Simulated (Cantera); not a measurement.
## Adiabatic ignition

An adiabatic, constant-volume homogeneous reactor starts with CH₄ : C₂H₆ : C₃H₈ : O₂ : N₂ = 1 : 0.032 : 0.032 : 5.83 : 21.9 (molar parts), at 1150 K and 1.30 bar.

Cantera simulation using GRI-Mech 3.0 (53 species, 325 reactions); the numbers are that mechanism's predictions, not measurements.

```
t (s)     T (K)  P (bar)   x CH₄   x C₂H₆    x C₃H₈     x NO       x H    x HO₂
--------  -----  -------  ------  -------  --------  -------  --------  -------
7.00e-6    1150     1.30  0.0347  0.00111   0.00111   <1e-12  1.84e-10  7.50e-9
1.83e-5    1150     1.30  0.0347  0.00111   0.00111   <1e-12  2.05e-10  2.38e-8
4.77e-5    1150     1.30  0.0347  0.00111   0.00111   <1e-12  2.22e-10  6.70e-8
0.000124   1150     1.30  0.0347  0.00111   0.00111   <1e-12  2.77e-10  1.82e-7
0.000325   1150     1.30  0.0347  0.00111   0.00111   <1e-12  5.20e-10  4.89e-7
0.000848   1150     1.30  0.0347  0.00111   0.00111   <1e-12   1.98e-9  1.28e-6
0.00221    1150     1.30  0.0347  0.00111   0.00110   <1e-12   9.58e-9  2.45e-6
0.00578    1151     1.30  0.0346  0.00111   0.00108   <1e-12   2.05e-8  3.76e-6
0.0151     1171     1.32  0.0326  0.00115  0.000790   <1e-12   6.50e-7  3.43e-5
0.0394     2207     2.50  <1e-12   <1e-12    <1e-12  0.00124   4.79e-5  4.39e-6
0.103      2200     2.49  <1e-12   <1e-12    <1e-12  0.00391   4.52e-5  4.25e-6
0.268      2191     2.48  <1e-12   <1e-12    <1e-12  0.00738   4.20e-5  4.07e-6
0.700      2187     2.48  <1e-12   <1e-12    <1e-12  0.00893   4.06e-5  4.00e-6
```
x: mole fraction; the columns are a selection and need not sum to one.

```yaml
time_of_steepest_temperature_rise: 16.5 ms
temperature at 0.700 s: 2187 K
equilibrium_temperature: 2187 K
x(CH₄) at 0.700 s: <1e-12 (gas-phase equilibrium <1e-12)
x(C₂H₆) at 0.700 s: <1e-12 (gas-phase equilibrium <1e-12)
x(C₃H₈) at 0.700 s: <1e-12 (gas-phase equilibrium <1e-12)
```
